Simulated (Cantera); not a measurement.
## Thermodynamics of carbothermic reduction, feed Fe2O3 + CO + H2

Charge: 1 mol Fe2O3, a varied amount of CO, 1.7 mol H2, at 998 K and 0.100 bar.

Cantera equilibrium calculation (NASA polynomials, part measured and part estimated; ideal gas, pure solids and liquids). Candidate condensed phases: C, C6H6, C7H8, C8H18, Fe, Fe(CO)5, FeO, Fe(OH)2, Fe(OH)3, Fe2O3, Fe3O4, H2O; 114 gas species. The tables' stoichiometric FeO is somewhat more stable than real wüstite, so its field is too wide. FeO: taken at fixed stoichiometry. The numbers say what is thermodynamically allowed, not how fast it happens.

| n(CO) (mol) | x CO | x H2 | x CO2 | x H2O | x CH4 | x HCHO (formaldehyde) | n FeO(s) | n Fe(α) |
|---|---|---|---|---|---|---|---|---|
| 1.3 | 0.269 | 0.398 | 0.165 | 0.169 | 4.00e-5 | 5.95e-9 | 2.00 | 0 |
| 2.8 | 0.469 | 0.308 | 0.153 | 0.0694 | 7.89e-5 | 8.05e-9 | 2.00 | 0 |
| 4.3 | 0.570 | 0.240 | 0.147 | 0.0428 | 7.39e-5 | 7.62e-9 | 1.86 | 0.136 |
| 5.7 | 0.613 | 0.195 | 0.158 | 0.0347 | 5.22e-5 | 6.64e-9 | 1.58 | 0.423 |
| 7.2 | 0.643 | 0.162 | 0.166 | 0.0288 | 3.79e-5 | 5.80e-9 | 1.27 | 0.730 |
| 8.7 | 0.665 | 0.139 | 0.171 | 0.0247 | 2.87e-5 | 5.13e-9 | 0.963 | 1.04 |
| 10 | 0.680 | 0.123 | 0.175 | 0.0219 | 2.32e-5 | 4.66e-9 | 0.697 | 1.30 |
| 12 | 0.697 | 0.105 | 0.179 | 0.0187 | 1.73e-5 | 4.08e-9 | 0.288 | 1.71 |
| 13 | 0.703 | 0.0982 | 0.181 | 0.0175 | 1.52e-5 | 3.84e-9 | 0.0831 | 1.92 |
| 15 | 0.732 | 0.0880 | 0.166 | 0.0138 | 1.44e-5 | 3.58e-9 | 0 | 2.00 |
x: gas mole fraction; n: condensed amount in mol.

From 1.3 mol CO to 2.8 mol CO the condensed part is FeO(s). From 4.3 mol CO to 13 mol CO the condensed part is Fe(α) + FeO(s). At 15 mol CO the condensed part is Fe(α).
